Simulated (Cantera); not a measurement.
A closed system holds: 1 mol C₂H₅OH, 0.033 mol CO₂, 17 mol N₂, equilibrated at 1330 Pa.

Method: chemical equilibrium by Gibbs-energy minimisation in Cantera with the NASA 1993 tables (ideal gas, pure condensed phases). Candidate condensed phases: C, C₆H₆, C₇H₈, C₈H₁₈, H₂O; 136 gas species. Rates play no part.

Problem. What share of the C ends up in condensed phases as a function of T (°C), at 375, 525, 675, 825, 975, 1125, 1275, 1425, 1575, 1725, 1875?

Solution. 
```json
[
 {"T (°C)": "375", "C condensed (%)": "76.7", "as": "C(graphite)"},
 {"T (°C)": "525", "C condensed (%)": "52.0", "as": "C(graphite)"},
 {"T (°C)": "675", "C condensed (%)": "47.7", "as": "C(graphite)"},
 {"T (°C)": "825", "C condensed (%)": "47.6", "as": "C(graphite)"},
 {"T (°C)": "975", "C condensed (%)": "47.5", "as": "C(graphite)"},
 {"T (°C)": "1125", "C condensed (%)": "47.4", "as": "C(graphite)"},
 {"T (°C)": "1275", "C condensed (%)": "47.0", "as": "C(graphite)"},
 {"T (°C)": "1425", "C condensed (%)": "46.2", "as": "C(graphite)"},
 {"T (°C)": "1575", "C condensed (%)": "44.7", "as": "C(graphite)"},
 {"T (°C)": "1725", "C condensed (%)": "42.0", "as": "C(graphite)"},
 {"T (°C)": "1875", "C condensed (%)": "37.9", "as": "C(graphite)"}
]
```
